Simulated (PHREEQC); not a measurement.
Make-up at 20 °C: 2.1 mmol/kgw NaH2PO4, 0.27 mmol/kgw Na2HPO4 and 0.083 mmol/kgw KCl. Closed to the air; pH follows from the charge balance.

All values are PHREEQC results (ion-association model, phreeqc.dat), not measurements.

Each row changes one thing in this solution. This is a speciation only: nothing precipitates in the calculation.

```json
[
 {"case": "as made", "pH": "6.25", "ionic strength (mol/kgw)": "0.00299", "H2PO4- (mol/kgw)": "0.00210", "HPO4-2 (mol/kgw)": "0.000270", "NaHPO4- (mol/kgw)": "1.10e-6", "H3PO4 (mol/kgw)": "1.54e-7", "SI of Halite (NaCl)": "-8.28", "SI of Sylvite (KCl)": "-9.09"},
 {"case": "NaH2PO4 from 0.0021 to 0.021 mol/kgw", "pH": "5.17", "ionic strength (mol/kgw)": "0.0219", "H2PO4- (mol/kgw)": "0.0210", "HPO4-2 (mol/kgw)": "0.000287", "NaHPO4- (mol/kgw)": "…", "H3PO4 (mol/kgw)": "1.68e-5", "SI of Halite (NaCl)": "-7.44", "SI of Sylvite (KCl)": "…"},
 {"case": "NaH2PO4 replaced by H3PO4 at the same molality", "pH": "2.85", "ionic strength (mol/kgw)": "0.00209", "H2PO4- (mol/kgw)": "0.00200", "HPO4-2 (mol/kgw)": "1.01e-7", "NaHPO4- (mol/kgw)": "8.67e-11", "H3PO4 (mol/kgw)": "0.000368", "SI of Halite (NaCl)": "…", "SI of Sylvite (KCl)": "-9.08"},
 {"case": "diluted 100-fold with water", "pH": "6.39", "ionic strength (mol/kgw)": "3.07e-5", "H2PO4- (mol/kgw)": "2.06e-5", "HPO4-2 (mol/kgw)": "3.10e-6", "NaHPO4- (mol/kgw)": "1.55e-10", "H3PO4 (mol/kgw)": "1.16e-9", "SI of Halite (NaCl)": "-12.23", "SI of Sylvite (KCl)": "-13.04"},
 {"case": "Na2HPO4 from 0.00027 to 0.000135 mol/kgw", "pH": "5.96", "ionic strength (mol/kgw)": "0.00259", "H2PO4- (mol/kgw)": "0.00210", "HPO4-2 (mol/kgw)": "0.000136", "NaHPO4- (mol/kgw)": "…", "H3PO4 (mol/kgw)": "3.02e-7", "SI of Halite (NaCl)": "-8.32", "SI of Sylvite (KCl)": "-9.09"}
]
```

Fill in the missing entries.


- NaH2PO4 from 0.0021 to 0.021 mol/kgw, NaHPO4- (mol/kgw): 6.91e-6
- NaH2PO4 from 0.0021 to 0.021 mol/kgw, SI of Sylvite (KCl): -9.16
- NaH2PO4 replaced by H3PO4 at the same molality, SI of Halite (NaCl): -8.96
- Na2HPO4 from 0.00027 to 0.000135 mol/kgw, NaHPO4- (mol/kgw): 5.04e-7
